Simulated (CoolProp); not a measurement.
Values from CoolProp's reference Helmholtz-energy equation of state, Guder 2009.

Question: For sulfur hexafluoride, give the phase and the cp (kJ/(kg K)), Joule-Thomson coefficient (K/MPa), conductivity (mW/(m K)), Prandtl number at 311.9 K and 4680 kPa; 343 K and 4680 kPa; 353.4 K and 4680 kPa.

Answer: 
- 311.9 K and 4680 kPa: liquid; cp 1.34, Joule-Thomson coefficient 1.34, conductivity 51.4, Prandtl number 2.68
- 343 K and 4680 kPa: supercritical; cp 1.41, Joule-Thomson coefficient 9.50, conductivity 27.2, Prandtl number 1.34
- 353.4 K and 4680 kPa: supercritical; cp 1.14, Joule-Thomson coefficient 8.10, conductivity 25.3, Prandtl number 1.10

Viscosity comes from a separate model (Quiñones-Cisneros 2012). Thermal conductivity comes from a separate model (Assael 2012).
